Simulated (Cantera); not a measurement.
Feed: 1 mol SiH₂Cl₂, 0.013 mol Cl₂, 6.1 mol N₂, held at 1325 K and 1.20 bar.

Equilibrium computed with Cantera from the NASA thermochemical tables; the gas is ideal and each condensed phase is pure. Candidate condensed phases: NH₄Cl, Si, Si₃N₄; 28 gas species. N₂ is the only nitrogen source here; it is nearly inert below about 1500 K, so the nitride shown seldom forms there in practice. The tables' values for SiCl₃ are old estimates; treat these amounts as uncertain. Rates play no part.

What is the equilibrium state?


| Property | Value |
|---|---|
| x(N₂) | 0.756 |
| x(HCl) | 0.157 |
| x(H₂) | 0.0566 |
| x(SiCl₄) | 0.0283 |
| x(SiCl₃) | 0.000801 |
| x(SiHCl₃) | 0.000521 |
| x(SiCl₂) | 0.000123 |
| x(NH₃) | 1.58e-6 |
| x(SiH₂Cl₂) | 1.38e-6 |
| n(Si₃N₄(s)) | 0.260 mol |
| gas amount | 7.377 mol |
| log10 activity of Si(s) (absent) | -3.99 |
